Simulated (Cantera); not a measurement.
Charge: 1 mol Si(CH3)4, 0.38 mol C2H2, 1300 mol H2, at 1725 K and 0.133 bar.

Cantera equilibrium calculation (NASA polynomials, part measured and part estimated; ideal gas, pure solids and liquids). Candidate condensed phases: C, C6H6, C7H8, C8H18, Si, SiC; 87 gas species. Equilibrium is a limit: real reactors are often held back by kinetics, nucleation or transport.

Base state: H2 0.999, H 0.000508, CH4 0.000133, C2H2 (acetylene) 9.21e-5 (mole fractions); condensed: C(graphite) + SiC(s).

**Question.** What changes in the equilibrium state with this change: pressure from 0.133 bar to 0.00170 bar?

**Answer.** 
| species | before | after |
|---|---|---|
| H2 | 0.999 | 0.995 |
| H | 0.000508 | 0.00449 |
| C2H2 (acetylene) | 9.21e-5 | 9.17e-5 |
| CH4 | 0.000133 | 1.68e-6 |
| Si | 1.28e-7 | 1.01e-5 |
| C(graphite), mol | 3.34 | 3.53 |
| SiC(s), mol | 0.999 | 0.985 |

**Question.** What changes in the equilibrium state with this change: pressure from 0.133 bar to 0.00230 bar?

**Answer.** 
```csv
species,before,after
H2,0.999,0.996
H,0.000508,0.00386
C2H2 (acetylene),9.21e-5,9.18e-5
CH4,0.000133,2.28e-6
"C(graphite), mol",3.34,3.53
"SiC(s), mol",0.999,0.989
```
